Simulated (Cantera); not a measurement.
Standard-state values (1 bar) from the NASA 1993 polynomials, evaluated with Cantera. Values are per mole of reaction as written; species without (g) are pure solids or liquids, kept so even where they would boil at 1 bar. ZrN: taken at fixed stoichiometry.

ZrO₂(g) + NO₂(g) + 4 H₂(g) → ZrN + 4 H₂O(g), with ΔH° = -1080.6 kJ and ΔS° = -242.5 J/K at 300 K.

**Question.** How far is the shortcut ΔG° ≈ ΔH°(300 K) − T·ΔS°(300 K) from the full temperature-dependent value at 1723, 1873, 2023, 2173, 2323 K?

**Answer.** 
```tsv
T (K)	shortcut (kJ)	full (kJ)	difference (kJ)	difference in log10 K
1723	-662.7	-630.5	-32.2	0.98
1873	-626.3	-590.0	-36.3	1.01
2023	-589.9	-549.7	-40.2	1.04
2173	-553.5	-509.6	-44.0	1.06
2323	-517.2	-469.6	-47.6	1.07
```
The shortcut ignores the heat-capacity change of the reaction.
